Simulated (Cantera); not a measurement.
A closed system holds: 1 mol TiCl4, 3.7 mol O2, equilibrated at 0.140 bar.

Cantera equilibrium calculation (NASA polynomials, part measured and part estimated; ideal gas, pure solids and liquids). Candidate condensed phases: Ti, TiCl2, TiCl3, TiCl4, TiO, TiO2, Ti2O3, Ti3O5, Ti4O7; 15 gas species. Kinetics and transport are ignored.

x: gas mole fraction; n: condensed amount in mol.

```csv
T (K),x Cl,x O2,x Cl2,x O,n TiO2(rutile),n TiO2(l)
1473,0.0788,0.552,0.369,5.54e-6,0.999,0
1548,0.124,0.539,0.336,1.50e-5,0.999,0
1623,0.182,0.522,0.294,3.67e-5,0.998,0
1698,…,0.502,…,…,0.998,0
1773,0.325,0.481,0.192,0.000174,0.998,0
1848,…,0.460,…,…,0.997,0
1923,0.456,0.442,0.0987,0.000643,0.997,0
1998,0.502,0.429,0.0658,0.00115,0.997,0
2073,0.534,0.419,0.0428,0.00199,0.997,0
2148,0.555,0.412,0.0276,0.00331,0,0.997
2223,0.568,0.406,0.0179,0.00532,0,0.996
```

### Question
What belongs in the gaps?

### Answer

- 1698, x Cl: 0.251
- 1698, x Cl2: 0.245
- 1698, x O: 8.29e-5
- 1848, x Cl: 0.396
- 1848, x Cl2: 0.142
- 1848, x O: 0.000343
